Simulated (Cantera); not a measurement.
Input (Python, Cantera) and output of one run.

```python
import numpy as np
import cantera as ct

gas_names = """
    C CN C2 CCN CNC C2N2 C3 C4 C4N2 C5 N N2 Si SiC SiC2 SiN Si2 Si2C Si2N Si3
""".split()
cond_names = """
    C(gr) Si(cr) Si(L) SiC(b) Si3N4(a)
""".split()


# ... load() reads the species with a 1 bar reference pressure and builds the phases ...
atoms = {
    'Si3N4': {'Si': 3, 'N': 4},
    'C': {'C': 1},
    'N2': {'N': 2},
}
top_T = {'C(gr)': 4500, 'SiC(b)': 3050, 'Si3N4(a)': 2400}  # K; cautious upper limits of use, not melting points


# ... equilibrate(T, P, feed) seeds the gas with the atoms and calls Mixture.equilibrate('TP', solver="vcs", rtol=1e-11, max_steps=5000) ...
results = []
feed = {'Si3N4': 1, 'C': 0.042, 'N2': 1.1}  # mol
T = 2073  # K
P = 101325  # Pa
mix = equilibrate(T, P, feed)
results.append((T, P, feed, dict(zip(mix.species_names, mix.species_moles))))
print(gas.report(threshold=1e-05))
for i in range(1, mix.n_phases):
    print(f"{mix.phase(i).name:16s} {mix.phase_moles(i):12.5e} mol")
```

It prints:

```
       temperature   2073 K
          pressure   1.0132e+05 Pa
           density   0.16469 kg/m^3
  mean mol. weight   28.015 kg/kmol
   phase of matter   gas

                          1 kg             1 kmol
                     ---------------   ---------------
          enthalpy        2.0974e+06        5.8758e+07  J
   internal energy        1.4822e+06        4.1522e+07  J
           entropy            9039.3        2.5323e+05  J/K
    Gibbs function       -1.6641e+07        -4.662e+08  J
 heat capacity c_p              1290             36138  J/K
 heat capacity c_v            993.18             27824  J/K

                      mass frac. Y      mole frac. X     chem. pot. / RT
                     ---------------   ---------------   ---------------
                N2            0.9999           0.99992           -27.049
                Si        5.4285e-05        5.4149e-05           -6.6864
               SiN        1.8024e-05        1.1996e-05           -20.211
     [  +17 minor]        2.6425e-05        1.0815e-05

C(gr)             0.00000e+00 mol
Si(L)             0.00000e+00 mol
SiC(b)            4.19973e-02 mol
Si3N4(a)          9.85968e-01 mol
```

Method: chemical equilibrium by Gibbs-energy minimisation in Cantera with the NASA 1993 tables (ideal gas, pure condensed phases). Mutual solubility and eutectic melting of coexisting phases are not modelled. The tables' values for SiN are old estimates; treat these amounts as uncertain.
